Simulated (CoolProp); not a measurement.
Saturated liquid density (kg/m³) of vinyl chloride: the reference equation beside estimates from Tc = 425.0 K, pc = 5.600 MPa, ω = 0.160. Rackett uses Z = 0.29056 − 0.08775 ω.

The numbers come from the reference Helmholtz-energy equation of state, Thol 2022 in CoolProp.

```tsv
T (K)	reference	Rackett	van der Waals	Redlich-Kwong	Soave-Redlich-Kwong	Peng-Robinson
205.2	1065	1039	655.5	974.3	981.0	1104
212.2	1053	1029	649.6	964.6	972.3	1094
219.1	1040	1019	643.7	954.8	963.4	1085
226.1	1028	1008	637.5	944.5	954.1	1075
233.1	1016	997.6	631.2	934.0	944.5	1065
240.1	1004	986.9	624.8	923.1	934.5	1054
247.1	991.5	975.9	618.2	911.9	924.2	1043
254	979.4	965.0	611.5	900.5	913.7	1032
261	967.0	953.7	604.6	888.5	902.6	1020
268	954.6	942.2	597.5	876.2	891.2	1007
275	942.0	930.5	590.2	863.5	879.3	994.2
281.9	929.5	918.7	582.9	850.5	867.1	981.0
288.9	916.6	906.5	575.1	837.0	854.3	966.9
```

Absolute difference from the reference over all 13 rows, mean and median: Rackett 1.6 and 1.6 %, van der Waals 37.7 and 37.7 %, Redlich-Kwong 8.3 and 8.2 %, Soave-Redlich-Kwong 7.0 and 6.8 %, Peng-Robinson 5.0 and 5.2 %.
